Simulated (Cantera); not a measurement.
Input: 1 mol SiH2Cl2, 0.52 mol HCl, a varied amount of H2, at 1050 K and 173 Torr.

Equilibrium computed with Cantera from the NASA thermochemical tables; the gas is ideal and each condensed phase is pure. Candidate condensed phases: Si; 19 gas species. The tables' values for SiCl3 are old estimates; treat these amounts as uncertain. Equilibrium is a limit: real reactors are often held back by kinetics, nucleation or transport.

### Question
At 350 mol H2, list the 6 most abundant gas species with their mole fractions, and the condensed phases.

### Answer
H2 0.994, HCl 0.00523, SiHCl3 0.000320, SiCl4 0.000162, SiH2Cl2 7.19e-5, SiCl2 5.14e-5. Condensed: Si(s).
